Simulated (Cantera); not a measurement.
**Reactions in the system C-F-Pb**

Cantera with NASA thermochemical tables; ideal gases at 1 bar, condensed phases pure. Values are per mole of reaction as written; species without (g) are pure solids or liquids, kept so even where they would boil at 1 bar.

Pb + 2 CF4(g) = 2 CF3(g) + PbF2

```csv
T (K),ΔH° (kJ),ΔS° (J/K),ΔG° (kJ),log10 K,condensed phases
675,255.1,69.6,208.1,-16.10,"Pb(l), PbF2(s)"
825,263.0,80.4,196.7,-12.46,"Pb(l), PbF2(s)"
975,266.0,83.7,184.4,-9.88,"Pb(l), PbF2(s)"
1125,282.7,98.9,171.4,-7.96,"Pb(l), PbF2(l)"
1275,287.9,103.2,156.3,-6.40,"Pb(l), PbF2(l)"
1425,292.9,107.0,140.5,-5.15,"Pb(l), PbF2(l)"
1575,298.0,110.3,124.2,-4.12,"Pb(l), PbF2(l)"
1725,302.9,113.3,107.4,-3.25,"Pb(l), PbF2(l)"
1875,307.8,116.1,90.2,-2.51,"Pb(l), PbF2(l)"
2025,312.6,118.5,72.6,-1.87,"Pb(l), PbF2(l)"
```
